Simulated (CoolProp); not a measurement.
Fluoroethane (R161) at 298.15 K and 2.08 MPa is throttled through a valve to 1.42 MPa with no heat exchange. Each further row changes one setting.

Values from CoolProp's reference Helmholtz-energy equation of state, Wu 2012.

```csv
case,temperature change (K),final phase,final density (kg/m³)
as stated,+0.0,liquid,…
outlet pressure 0.426 MPa,…,…,…
outlet pressure 1.85 MPa,+0.0,liquid,…
```

Q: What belongs in the gaps?

A: 
- as stated, final density (kg/m³): 713
- outlet pressure 0.426 MPa, temperature change (K): -25.8
- outlet pressure 0.426 MPa, final phase: two-phase, vapour fraction 0.150
- outlet pressure 0.426 MPa, final density (kg/m³): 62.0
- outlet pressure 1.85 MPa, final density (kg/m³): 714
